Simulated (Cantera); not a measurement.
## Equilibrium for fluorocarbon and chlorocarbon gases: CCl4 + Si

A closed system holds: 1 mol CCl4, 0.032 mol Si, held at 3473.15 K.

Equilibrium computed with Cantera from the NASA thermochemical tables; the gas is ideal and each condensed phase is pure. Candidate condensed phases: C, Si, SiC; 24 gas species. The tables' values for SiCl, CCl, SiCl3 are old estimates; treat these amounts as uncertain. Equilibrium is a limit: real reactors are often held back by kinetics, nucleation or transport.

From 1.00 Pa to 0.100 bar nothing is condensed. At 1.00 bar the condensed part is C(graphite). The main Si-bearing gas is Si at 1.00 Pa and SiCl2 at 1.00 bar.

| P (Pa) | x Cl | x C | x C3 | x C2 | n C(graphite) |
|---|---|---|---|---|---|
| 1 | 0.795 | 0.198 | 1.24e-6 | 0.000172 | 0 |
| 10 | 0.796 | 0.195 | 0.000119 | 0.00167 | 0 |
| 100 | 0.815 | 0.161 | 0.00664 | 0.0113 | 0 |
| 1000 | 0.873 | 0.0628 | 0.0394 | 0.0172 | 0 |
| 10000 | 0.906 | 0.0154 | 0.0586 | 0.0104 | 0 |
| 100000 | 0.958 | 0.00246 | 0.0237 | 0.00264 | 0.626 |
x: gas mole fraction; n: condensed amount in mol.
